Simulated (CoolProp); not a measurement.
Vapour-liquid equilibrium of acetone (1) + n-dodecane (2) at 1.96 bar; x and y are mole fractions of (1).

The numbers come from the multi-fluid Helmholtz-energy mixture model, Lemmon 2006 and Lemmon 2004; pair parameters Bell 2016 in CoolProp.

```
x     bubble temperature (°C)  y at the bubble point  dew temperature at overall composition x (°C)  liquid density (mol/L)
----  -----------------------  ---------------------  ---------------------------------------------  ----------------------
0.05                    208.9                  0.564                                          243.5                   3.655
0.2                     126.4                  0.970                                          235.0                   4.593
0.35                     98.3                  0.992                                          225.5                   5.406
0.5                      89.1                  0.996                                          214.4                   6.307
0.65                     85.6                  0.997                                          200.3                   7.441
0.8                      82.7                  0.998                                          180.3                   9.011
0.95                     78.5                  0.999                                          139.2                   11.38
```

No azeotrope shows between x = 0.05 and 0.95.

Pair parameters are fitted to limited data, so mixtures are less certain than the pure fluids. The gap from Raoult's law changes sign with composition, which may be real or a fault of the pair parameters; it wasn't checked against measurements. With so large a gap from Raoult's law the liquid may split in two, which this calculation doesn't test in full.
